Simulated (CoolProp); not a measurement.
p-xylene at several states: Z from the reference equation and from simpler models built on Tc = 616.2 K, pc = 35.32 bar, ω = 0.324; each cubic takes its own stable root.

Values from CoolProp's reference Helmholtz-energy equation of state, Zhou 2012.

| T (K) | p (bar) | phase | reference | van der Waals | Redlich-Kwong | Soave-Redlich-Kwong | Peng-Robinson |
|---|---|---|---|---|---|---|---|
| 442.6 | 48.6 | liquid | 0.1919 | 0.3256 | 0.2290 | 0.2192 | 0.1941 |
| 521.9 | 65.2 | liquid | 0.2459 | 0.4021 | 0.2961 | 0.2840 | 0.2517 |
| 482.4 | 1.89 | gas | 0.9518 | 0.9709 | 0.9626 | 0.9584 | 0.9558 |
